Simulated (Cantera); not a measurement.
Mixture: CH4 : O2 : N2 = 1 : 1.05 : 3.37 (molar parts), at 7.60 bar, adiabatic and at constant volume. Ignition delay is the time to a rise of 400 K.

Detailed kinetics in Cantera: GRI-Mech 3.0 (53 species, 325 reactions).

What does this change do: constant pressure in place of constant volume?


```csv
quantity,before,after
delay at 1250 K,4.00 ms,4.29 ms
delay at 1350 K,1.24 ms,1.35 ms
delay at 1450 K,0.423 ms,0.463 ms
delay at 1550 K,0.156 ms,0.171 ms
delay at 1650 K,62.2 µs,68.5 µs
delay at 1750 K,27.2 µs,30.0 µs
apparent activation energy between 1550 and 1750 K,200 kJ/mol,200 kJ/mol
```
